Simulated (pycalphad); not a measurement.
CALPHAD calculation (pycalphad, COST 507 light-alloy database (1999)), 1 atm. The data set is of 1999 and partly superseded. Amounts are mole fractions of atoms.

Question: Give the equilibrium state of Al-2.202Si-3.042C (wt.%) at 1050 K.

Answer: 
```
T = 1050.00 K, P = 101325 Pa, N = 1 mol of atoms
G = -48364 J/mol, H = 25624 J/mol, S = 70.47 J/(mol K)  (SER reference)
chemical potentials (J/mol): Al -46569, Si -60271, C -69572
phase             fraction      x(Al)      x(Si)       x(C)
LIQUID              0.8475     0.9806     0.0194   2.28e-08
AL4C3               0.0899     0.5709    0.00055     0.4286
AL8SIC7             0.0626     0.5000     0.0625     0.4375
```

Question: Give the equilibrium state of Al-2.202Si-3.042C (wt.%) at 530 K.

Answer: 
```
T = 530.00 K, P = 101325 Pa, N = 1 mol of atoms
G = -20470 J/mol, H = 674 J/mol, S = 39.89 J/(mol K)  (SER reference)
chemical potentials (J/mol): Al -16850, Si -11539, C -73424
phase             fraction      x(Al)      x(Si)       x(C)
FCC_A1              0.8386     0.9997   0.000252      1e-14
AL8SIC7             0.1506     0.5000     0.0625     0.4375
DIAMOND_A4          0.0108    5.7e-11     1.0000      1e-14
```

Database names, with the compositions (at.%) that they take in these runs: AL4C3: Al 57 C 43; AL8SIC7: Al 50 C 44 Si 6. FCC_A1 is fcc; DIAMOND_A4 is diamond (Si).
